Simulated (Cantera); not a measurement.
**Dilute partial oxidation**

An isothermal, constant-pressure homogeneous reactor starts with CH₃OH : O₂ : N₂ = 0.0079 : 0.0042 : 1 (molar parts), equivalence ratio 2.8, at 925 K and 1800 Torr.

Cantera simulation using GRI-Mech 3.0 (53 species, 325 reactions); the numbers are that mechanism's predictions, not measurements. GRI-Mech 3.0 was tuned for natural gas; its chemistry of methanol as a main component is partial and can be far from experiment. Below about 1000 K GRI-Mech 3.0 lacks low-temperature oxidation paths.

```
t (s)      x CH₃OH     x O₂   x C₂H₄   x C₂H   x CH₂CO   x C₂H₂   x C₂H₆
--------  --------  -------  -------  ------  --------  -------  -------
2.00e-5    0.00781  0.00415   <1e-12  <1e-12    <1e-12   <1e-12   <1e-12
0.000111   0.00781  0.00415   <1e-12  <1e-12    <1e-12   <1e-12   <1e-12
0.000616   0.00781  0.00415   <1e-12  <1e-12    <1e-12   <1e-12   <1e-12
0.00342    0.00781  0.00415   <1e-12  <1e-12    <1e-12   <1e-12   <1e-12
0.0190     0.00781  0.00415   <1e-12  <1e-12    <1e-12   <1e-12   <1e-12
0.105      0.00781  0.00415   <1e-12  <1e-12    <1e-12   <1e-12   <1e-12
0.585      0.00781  0.00415   <1e-12  <1e-12    <1e-12   <1e-12   <1e-12
3.25       0.00780  0.00415   <1e-12  <1e-12    <1e-12   <1e-12   <1e-12
18.0       7.34e-8  3.17e-7  1.31e-7  <1e-12   1.22e-8  1.30e-9  5.28e-8
100       2.19e-12  1.15e-7  1.49e-7  <1e-12  9.13e-12  2.45e-9  2.98e-8
```
x: mole fraction; the columns are a selection and need not sum to one.

Equilibrium at this temperature and pressure: CH₃OH <1e-12, O₂ <1e-12, C₂H₄ <1e-12, C₂H <1e-12, CH₂CO <1e-12, C₂H₂ <1e-12, C₂H₆ <1e-12 (gas phase only).
